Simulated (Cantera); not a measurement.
Cantera run:

```python
import numpy as np
import cantera as ct

gas_names = """
    H HO2 H2 H2O H2O2 H2S H2SO4 O OH O2 O3 S SH SO SO2 SO3 S2 S2O S8
""".split()
cond_names = """
    H2O(s) H2O(L) H2SO4(L) S(cr1) S(cr2) S(L)
""".split()


# ... load() reads the species with a 1 bar reference pressure and builds the phases ...
atoms = {
    'S': {'S': 1},
    'O2': {'O': 2},
    'H2': {'H': 2},
}
top_T = {}  # K; cautious upper limits of use, not melting points


# ... equilibrate(T, P, feed) seeds the gas with the atoms and calls Mixture.equilibrate('TP', solver="vcs", rtol=1e-11, max_steps=5000) ...
results = []
feed = {'S': 1, 'O2': 3.2, 'H2': 5.9}  # mol
T = 1848  # K
P = 133.322  # Pa
mix = equilibrate(T, P, feed)
results.append((T, P, feed, dict(zip(mix.species_names, mix.species_moles))))
print(gas.report(threshold=0.0001))
for i in range(1, mix.n_phases):
    print(f"{mix.phase(i).name:16s} {mix.phase_moles(i):12.5e} mol")
```

It prints:

```
       temperature   1848 K
          pressure   133.32 Pa
           density   0.00018346 kg/m^3
  mean mol. weight   21.143 kg/kmol
   phase of matter   gas

                          1 kg             1 kmol
                     ---------------   ---------------
          enthalpy       -6.1624e+06       -1.3029e+08  J
   internal energy       -6.8891e+06       -1.4566e+08  J
           entropy             15097         3.192e+05  J/K
    Gibbs function       -3.4062e+07       -7.2018e+08  J
 heat capacity c_p            2258.8             47758  J/K
 heat capacity c_v            1865.6             39444  J/K

                      mass frac. Y      mole frac. X     chem. pot. / RT
                     ---------------   ---------------   ---------------
                 H        0.00030501         0.0063977           -13.745
                H2          0.018509           0.19412           -27.491
               H2O           0.55713           0.65387           -49.913
               H2S        0.00024241        0.00015041           -46.226
                OH         0.0012751         0.0015852           -36.167
                 S         0.0010331        0.00068129           -18.735
                SH        0.00078468        0.00050171            -32.48
                SO          0.034387          0.015128           -41.157
               SO2           0.38457           0.12693           -63.579
                S2         0.0015985         0.0005271            -37.47
     [   +9 minor]        0.00016286        0.00011032

S(L)              0.00000e+00 mol
```

Cantera equilibrium calculation (NASA polynomials, part measured and part estimated; ideal gas, pure solids and liquids).
